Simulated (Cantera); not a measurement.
An adiabatic, constant-pressure homogeneous reactor starts with CH4 : O2 : N2 = 1 : 2.41 : 9.06 (molar parts), at 1773 K and 20.7 atm. Integrator tolerance rtol = 1e-08.

Computed with Cantera and GRI-Mech 3.0 (53 species, 325 reactions). The pressure lies above the range GRI-Mech 3.0 was tuned for (to about 10 atm). Above 3000 K some thermodynamic fits are extrapolated.

**Question.** What does this change do: pressure from 20.7 atm to 25.7 atm?

**Answer.** 
```csv
quantity,before,after
time of steepest temperature rise,10.7 µs,9.02 µs
temperature at 7.00 s,2987 K,3000 K
equilibrium temperature,2987 K,3000 K
x(CH4) at 7.00 s,<1e-12 (gas-phase equilibrium <1e-12),<1e-12 (gas-phase equilibrium <1e-12)
x(O2) at 7.00 s,0.0321 (gas-phase equilibrium 0.0321),0.0317 (gas-phase equilibrium 0.0317)
x(NO) at 7.00 s,0.0174 (gas-phase equilibrium 0.0174),0.0176 (gas-phase equilibrium 0.0176)
x(H2O2) at 7.00 s,1.94e-6 (gas-phase equilibrium 1.94e-6),2.20e-6 (gas-phase equilibrium 2.20e-6)
x(H) at 7.00 s,0.00285 (gas-phase equilibrium 0.00285),0.00260 (gas-phase equilibrium 0.00260)
x(HO2) at 7.00 s,2.55e-5 (gas-phase equilibrium 2.55e-5),2.73e-5 (gas-phase equilibrium 2.73e-5)
x(HCO) at 7.00 s,1.01e-7 (gas-phase equilibrium 1.01e-7),1.09e-7 (gas-phase equilibrium 1.09e-7)
```

**Question.** What does this change do: constant volume in place of constant pressure?

**Answer.** 
```csv
quantity,before,after
time of steepest temperature rise,10.7 µs,9.81 µs
temperature at 7.00 s,2987 K,3180 K
equilibrium temperature,2987 K,3180 K
x(CH4) at 7.00 s,<1e-12 (gas-phase equilibrium <1e-12),<1e-12 (gas-phase equilibrium <1e-12)
x(O2) at 7.00 s,0.0321 (gas-phase equilibrium 0.0321),0.0322 (gas-phase equilibrium 0.0322)
x(NO) at 7.00 s,0.0174 (gas-phase equilibrium 0.0174),0.0216 (gas-phase equilibrium 0.0216)
x(H2O2) at 7.00 s,1.94e-6 (gas-phase equilibrium 1.94e-6),3.32e-6 (gas-phase equilibrium 3.32e-6)
x(H) at 7.00 s,0.00285 (gas-phase equilibrium 0.00285),0.00419 (gas-phase equilibrium 0.00419)
x(HO2) at 7.00 s,2.55e-5 (gas-phase equilibrium 2.55e-5),4.06e-5 (gas-phase equilibrium 4.06e-5)
x(HCO) at 7.00 s,1.01e-7 (gas-phase equilibrium 1.01e-7),2.89e-7 (gas-phase equilibrium 2.89e-7)
```
